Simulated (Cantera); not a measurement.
What does this Cantera script print?

```python
import numpy as np
import cantera as ct

gas = ct.Solution("gri30.yaml")


def delay(T, t_max=10):
    gas.TPX = T, 1000000, {'CH4': 1, 'C2H6': 0.036, 'C3H8': 0.68, 'O2': 7.37, 'N2': 27.3}
    reactor = ct.IdealGasConstPressureReactor(gas, clone=False)
    net = ct.ReactorNet([reactor])
    net.rtol, net.atol = 1e-8, 1e-16
    while net.time < t_max:
        t_old, T_old = net.time, reactor.T
        net.step()
        if reactor.T > T + 400:  # ignition: a rise of 400 K
            return t_old + (T + 400 - T_old) / (reactor.T - T_old) * (net.time - t_old)
    return np.nan


taus = []
for T in [1000, 1075, 1150, 1225, 1300, 1375, 1450]:
    taus.append(delay(T))
    print(f"T0 = {T:6g} K   tau = {taus[-1]:.4e} s")
```

It prints:

```
T0 =   1000 K   tau = 4.5415e-02 s
T0 =   1075 K   tau = 1.2761e-02 s
T0 =   1150 K   tau = 3.6640e-03 s
T0 =   1225 K   tau = 1.0676e-03 s
T0 =   1300 K   tau = 3.2928e-04 s
T0 =   1375 K   tau = 1.1283e-04 s
T0 =   1450 K   tau = 4.4166e-05 s
```

Computed with Cantera and GRI-Mech 3.0 (53 species, 325 reactions). GRI-Mech 3.0 was tuned for natural gas; its chemistry of propane as a main component is partial and can be far from experiment.
